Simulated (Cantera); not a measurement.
A closed system holds: 1 mol CS₂, 0.17 mol H₂, 7.1 mol N₂, held at 2898 K and 10000 Pa.

These are equilibrium values from Cantera (NASA tables, ideal gas, pure condensed phases), not measurements of a reactor. Kinetics and transport are ignored.

```
species   before     after
-------  -------  --------
N₂         0.771     0.751
S         0.0732     0.107
CS         0.105     0.104
S₂        0.0155  0.000442
H         0.0246    0.0356
H₂S      2.00e-5   1.09e-8
CS₂      0.00279   5.37e-5
C        9.94e-6  0.000504
H₂       0.00464  0.000130
SH       0.00238   6.72e-5
HNC      9.27e-5   1.03e-5
```
Gas species are given as mole fractions.

Q: Name the change that produced these shifts.
A. pressure from 10000 Pa to 133 Pa
B. pressure from 10000 Pa to 2.30e7 Pa
C. H₂ from 0.17 to 0.09 mol
D. H₂ from 0.17 to 0.12 mol

A: A, pressure from 10000 Pa to 133 Pa
